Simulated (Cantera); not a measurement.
A closed system holds: 1 mol Si₃N₄, 0.11 mol C, 9.7 mol N₂, at 0.570 bar.

These are equilibrium values from Cantera (NASA tables, ideal gas, pure condensed phases), not measurements of a reactor. Candidate condensed phases: C, Si, SiC, Si₃N₄; 20 gas species. Mutual solubility and eutectic melting of coexisting phases are not modelled. The tables' values for SiN are old estimates; treat these amounts as uncertain. Rates play no part.

x: gas mole fraction; n: condensed amount in mol.

| T (K) | x N₂ | x Si | x Si₂N | x SiN | x Si₂C | n C(graphite) | n Si₃N₄(s) | n SiC(s) | n Si(l) |
|---|---|---|---|---|---|---|---|---|---|
| 1525 | 1.00 | 8.71e-11 | <1e-12 | 7.61e-11 | <1e-12 | 0.110 | 1.00 | 0 | 0 |
| 1575 | 1.00 | 4.89e-10 | ___ | 3.50e-10 | <1e-12 | 0.110 | 1.00 | 0 | 0 |
| 1625 | 1.00 | 2.47e-9 | ___ | 1.46e-9 | 6.99e-12 | 0.110 | 1.00 | 0 | 0 |
| 1675 | 1.00 | 1.13e-8 | ___ | 5.61e-9 | 5.84e-11 | 0 | 0.963 | 0.110 | 0 |
| 1725 | 1.00 | 4.71e-8 | ___ | 1.98e-8 | 3.30e-10 | 0 | 0.963 | 0.110 | 0 |
| 1775 | 1.00 | 1.81e-7 | ___ | 6.53e-8 | 1.68e-9 | 0 | 0.963 | 0.110 | 0 |
| 1825 | 1.000 | 6.47e-7 | ___ | 2.01e-7 | 7.83e-9 | 0 | 0.963 | 0.110 | 0 |
| 1875 | 1.000 | 2.15e-6 | ___ | 5.82e-7 | 3.35e-8 | 0 | 0.963 | 0.110 | 0 |
| 1925 | 1.000 | 6.73e-6 | ___ | 1.59e-6 | 1.33e-7 | 0 | 0.963 | 0.110 | 0 |
| 1975 | 1.000 | 1.98e-5 | ___ | 4.14e-6 | 4.89e-7 | 0 | 0.963 | 0.110 | 0 |
| 2025 | 1.000 | 5.53e-5 | ___ | 1.03e-5 | 1.68e-6 | 0 | 0.963 | 0.110 | 0 |
| 2075 | 1.000 | 0.000147 | ___ | 2.43e-5 | 5.45e-6 | 0 | 0.963 | 0.110 | 0 |
| 2125 | 1.000 | 0.000305 | ___ | 4.52e-5 | 1.37e-5 | 0 | 0 | 0.110 | 2.88 |
| 2175 | 0.999 | 0.000506 | ___ | 6.78e-5 | 2.72e-5 | 0 | 0 | 0.110 | 2.88 |

**Question.** What belongs in the gaps?

**Answer.** 
- 1575, x Si₂N: 2.78e-12
- 1625, x Si₂N: 2.17e-11
- 1675, x Si₂N: 1.50e-10
- 1725, x Si₂N: 9.20e-10
- 1775, x Si₂N: 5.08e-9
- 1825, x Si₂N: 2.55e-8
- 1875, x Si₂N: 1.17e-7
- 1925, x Si₂N: 4.96e-7
- 1975, x Si₂N: 1.95e-6
- 2025, x Si₂N: 7.13e-6
- 2075, x Si₂N: 2.45e-5
- 2125, x Si₂N: 5.31e-5
- 2175, x Si₂N: 7.64e-5
